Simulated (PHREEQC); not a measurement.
PHREEQC input (ion-association model, phreeqc.dat):

```
SOLUTION 1
  temp 25
  units mol/kgw
  pH 7 charge
END
SELECTED_OUTPUT 1
  -reset false
  -pH true
  -pe true
  -ionic_strength true
  -water true
  -totals Ntg Oxg
  -molalities H+ OH-
USER_PUNCH 1
  -headings p_Ntg(g) phi_Ntg(g) p_Oxg(g) phi_Oxg(g) p_H2O(g) phi_H2O(g) density
  10 PUNCH PR_P("Ntg(g)"), PR_PHI("Ntg(g)"), PR_P("Oxg(g)"), PR_PHI("Oxg(g)"), PR_P("H2O(g)"), PR_PHI("H2O(g)"), RHO
PRINT
  -reset false
USE solution 1
REACTION_TEMPERATURE 1
  100
GAS_PHASE 1
  -fixed_pressure
  -pressure 2
  -temperature 100
  -volume 20
  Ntg(g) 1.4
  Oxg(g) 0.6
  H2O(g) 0
END
# ... the last block is repeated for the other 12 points of P (atm)
```

Selected output (columns that matter, 13 of 13 rows; P (atm) added in front):

```
P (atm)	pH	mu	Ntg	Oxg	m_H+	m_OH-	p_Ntg(g)	phi_Ntg(g)	p_Oxg(g)	phi_Oxg(g)	p_H2O(g)	phi_H2O(g)	density
2	6.119	7.6127e-07	0.00032074	0.00022949	7.6127e-07	7.6127e-07	0.69778	1.0043	0.29898	1.0005	1.0032	0.98596	0.9584
5	6.1185	7.6218e-07	0.0012768	0.00091207	7.6219e-07	7.6219e-07	2.7906	1.0025	1.1956	0.99772	1.0138	0.97746	0.95854
10	6.1176	7.6371e-07	0.002859	0.002037	7.6371e-07	7.6371e-07	6.2805	1.0022	2.6906	0.99565	1.0289	0.96602	0.95878
20	6.1159	7.6679e-07	0.0059817	0.0042408	7.6679e-07	7.6679e-07	13.261	1.0027	5.6808	0.99261	1.0584	0.94476	0.95926
30	6.1141	7.6988e-07	0.0090509	0.0063849	7.6988e-07	7.6988e-07	20.241	1.0035	8.671	0.98995	1.0881	0.92456	0.95974
40	6.1124	7.73e-07	0.012069	0.0084719	7.73e-07	7.73e-07	27.221	1.0046	11.661	0.98751	1.118	0.90525	0.96022
50	6.1106	7.7613e-07	0.015038	0.010504	7.7613e-07	7.7613e-07	34.2	1.0058	14.651	0.98526	1.1483	0.88676	0.96069
75	6.1062	7.8407e-07	0.022258	0.015358	7.8408e-07	7.8408e-07	51.649	1.0096	22.126	0.98036	1.2249	0.84388	0.96187
100	6.1017	7.9215e-07	0.029211	0.019915	7.9215e-07	7.9215e-07	69.096	1.0145	29.601	0.97643	1.3029	0.80538	0.96304
150	6.0927	8.0872e-07	0.042416	0.028246	8.0872e-07	8.0872e-07	103.99	1.0267	44.551	0.97131	1.4615	0.73982	0.96534
200	6.0836	8.2585e-07	0.054816	0.035689	8.2585e-07	8.2585e-07	138.88	1.0422	59.5	0.96951	1.6216	0.68698	0.96761
300	6.0652	8.6178e-07	0.077674	0.048487	8.6178e-07	8.6178e-07	208.66	1.0815	89.401	0.97456	1.939	0.60965	0.97204
400	6.0463	9e-07	0.098487	0.059176	9e-07	9e-07	278.45	1.1308	119.31	0.98925	2.245	0.55852	0.97634
```

Complexes and solids missing from the database can't appear. Constants without temperature data keep their 25 °C values here.
